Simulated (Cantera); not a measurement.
An isothermal, constant-pressure homogeneous reactor starts with N2O : H2O = 1 : 0.01 (molar parts), at 1275 K and 473 Torr.

Model: GRI-Mech 3.0 (53 species, 325 reactions), integrated in Cantera. GRI-Mech 3.0 was tuned for natural gas; its chemistry of N2O as a main component is partial and can be far from experiment. The mechanism lacks the step 2 NO + O2 → 2 NO2, which can matter for NO2 below about 1400 K. The temperature is held fixed by assumption; the heat of reaction is taken as removed at once.

x: mole fraction; the columns are a selection and need not sum to one.

| t (s) | x N2O | x H2O | x NO | x H2 | x H2O2 | x O2 | x N2 |
|---|---|---|---|---|---|---|---|
| 9.00e-6 | 0.990 | 0.00990 | 7.63e-7 | <1e-12 | <1e-12 | 2.40e-6 | 9.06e-6 |
| 2.17e-5 | 0.990 | 0.00990 | 2.95e-6 | 1.35e-12 | <1e-12 | 9.28e-6 | 2.53e-5 |
| 5.22e-5 | 0.990 | 0.00990 | 9.00e-6 | 2.13e-11 | 6.01e-12 | 2.83e-5 | 6.71e-5 |
| 0.000126 | 0.990 | 0.00990 | 2.38e-5 | 2.62e-10 | 1.23e-10 | 7.48e-5 | 0.000168 |
| 0.000303 | 0.989 | 0.00990 | 5.91e-5 | 2.35e-9 | … | 0.000187 | 0.000413 |
| 0.000731 | 0.988 | 0.00989 | 0.000142 | 1.20e-8 | … | 0.000458 | 0.00100 |
| 0.00176 | 0.986 | 0.00988 | 0.000332 | 3.48e-8 | … | 0.00111 | 0.00244 |
| 0.00424 | 0.981 | 0.00986 | 0.000765 | 5.88e-8 | … | 0.00269 | 0.00589 |
| 0.0102 | 0.968 | 0.00982 | 0.00179 | 5.47e-8 | … | 0.00645 | 0.0141 |
| 0.0246 | 0.937 | 0.00972 | 0.00423 | 3.53e-8 | … | 0.0153 | 0.0331 |
| 0.0593 | 0.870 | 0.00949 | 0.00975 | 2.74e-8 | 8.36e-9 | 0.0350 | 0.0756 |
| 0.143 | 0.733 | 0.00904 | 0.0208 | 2.43e-8 | 7.81e-9 | 0.0752 | 0.162 |
| 0.345 | 0.505 | 0.00829 | 0.0386 | 2.22e-8 | … | 0.142 | 0.305 |
| 0.830 | 0.240 | 0.00741 | 0.0572 | 1.84e-8 | … | 0.222 | 0.473 |
| 2.00 | 0.0617 | 0.00682 | 0.0656 | 9.48e-9 | … | 0.277 | 0.588 |

Task: Some entries are withheld; supply them.

Result: 
- 0.000303, x H2O2: 2.85e-9
- 0.000731, x H2O2: 3.16e-8
- 0.00176, x H2O2: 4.87e-8
- 0.00424, x H2O2: 2.67e-8
- 0.0102, x H2O2: 1.49e-8
- 0.0246, x H2O2: 9.91e-9
- 0.345, x H2O2: 6.82e-9
- 0.830, x H2O2: 4.91e-9
- 2.00, x H2O2: 2.25e-9
